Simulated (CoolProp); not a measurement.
Properties of carbonyl sulfide along the isobar 5.71 MPa (Tc = 378.8 K, pc = 6.369 MPa, ω = 0.098).

Values from CoolProp's reference Helmholtz-energy equation of state, Lemmon 2006. It is a short technical equation, of lower accuracy than the large ones.

| T (K) | phase | density (kg/m³) | cp (kJ/(kg K)) | Joule-Thomson coefficient (K/MPa) | isothermal compressibility (1/MPa) | fugacity coefficient |
|---|---|---|---|---|---|---|
| 146.7 | liquid | 1333 | 1.206 | -0.4897 | 0.0005699 | 7.235e-5 |
| 156.1 | liquid | 1315 | 1.186 | -0.4945 | 0.0006228 | 0.0002051 |
| 165.5 | liquid | 1296 | 1.172 | -0.4960 | 0.0006815 | 0.0005082 |
| 174.9 | liquid | 1278 | 1.163 | -0.4944 | 0.0007468 | 0.001127 |
| 184.4 | liquid | 1260 | 1.158 | -0.4898 | 0.0008207 | 0.002292 |
| 193.8 | liquid | 1241 | 1.157 | -0.4825 | 0.0009030 | 0.004276 |
| 203.2 | liquid | 1223 | 1.159 | -0.4724 | 0.0009963 | 0.007460 |
| 212.6 | liquid | 1204 | 1.163 | -0.4594 | 0.001103 | 0.01229 |
| 222 | liquid | 1185 | 1.170 | -0.4435 | 0.001224 | 0.01925 |
| 231.4 | liquid | 1165 | 1.179 | -0.4244 | 0.001365 | 0.02889 |
| 240.8 | liquid | 1145 | 1.190 | -0.4018 | 0.001530 | 0.04173 |
| 250.2 | liquid | 1125 | 1.203 | -0.3751 | 0.001724 | 0.05829 |
| 259.6 | liquid | 1104 | 1.219 | -0.3438 | 0.001954 | 0.07905 |
| 269 | liquid | 1082 | 1.238 | -0.3069 | 0.002232 | 0.1044 |
